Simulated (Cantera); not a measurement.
A freely propagating, adiabatic, planar premixed flame of CO : H2 : O2 : N2 = 1 : 0.13 : 0.514 : 1.93 (molar parts), equivalence ratio 1.1, unburnt at 448 K and 140000 Pa; mixture-averaged transport, grid criteria slope 0.08 and curve 0.16, no radiation.

Model: GRI-Mech 3.0 (53 species, 325 reactions), integrated in Cantera. Burning velocities carry a grid error of a few per cent, more on coarse grids.

Predict: laminar burning velocity; thermal thickness; peak x(H); peak x(OH).


* **laminar burning velocity**: 110 cm/s
* **thermal thickness**: 0.460 mm
* **peak x(H)**: 0.0120
* **peak x(OH)**: 0.00620
